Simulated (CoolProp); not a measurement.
Vapour-liquid equilibrium of propane (1) + R134a (2) at 317.5 K; x and y are mole fractions of (1).

Values from CoolProp's multi-fluid Helmholtz-energy mixture model, Lemmon 2009 and Tillner-Roth 1994; pair parameters Bell 2016.

```csv
x,"bubble pressure, mixture model (MPa)","bubble pressure, Raoult's law (MPa)","y, mixture model","y, Raoult's law"
0.05,1.307,1.159,0.139,0.065
0.15,1.549,1.196,0.304,0.190
0.25,1.704,1.233,0.401,0.306
0.35,1.801,1.271,0.469,0.417
0.45,1.859,1.308,0.524,0.520
0.55,1.888,1.345,0.576,0.618
0.65,1.890,1.382,0.630,0.711
0.75,1.857,1.419,0.694,0.799
0.85,1.779,1.456,0.778,0.883
0.95,1.627,1.494,0.905,0.962
```

The largest gap from Raoult's law is +42.1 % in bubble pressure, at x = 0.45. y crosses x between x = 0.55 and 0.65: the model has an azeotrope there.

The pair parameters rest on a limited set of measurements; away from them the model extrapolates.
